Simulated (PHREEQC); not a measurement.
Solution (20 °C): 0.00128 mol NaH2PO4 and 1.32e-05 mol K2HPO4 per kg of water. Closed to the air; pH follows from the charge balance.

Equilibrium calculation in PHREEQC: ion-association model, phreeqc.dat.

No solid was allowed to form.

Question: What pH does the model give?

Answer: pH 5.33.

Question: In which forms is P present?

Answer: H2PO4- 98 %, HPO4-2 1.4 % of the P.

Complexes and solids missing from the database can't appear.
